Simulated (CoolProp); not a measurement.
Values from CoolProp's reference Helmholtz-energy equation of state, Lemmon 2006. It is a short technical equation, of lower accuracy than the large ones.

Task: For carbon monoxide, give the phase and the cp (kJ/(kg K)), Joule-Thomson coefficient (K/MPa) at -37.35 °C and 1.01 bar.

Result: 
- -37.35 °C and 1.01 bar: gas; cp 1.04, Joule-Thomson coefficient 3.99
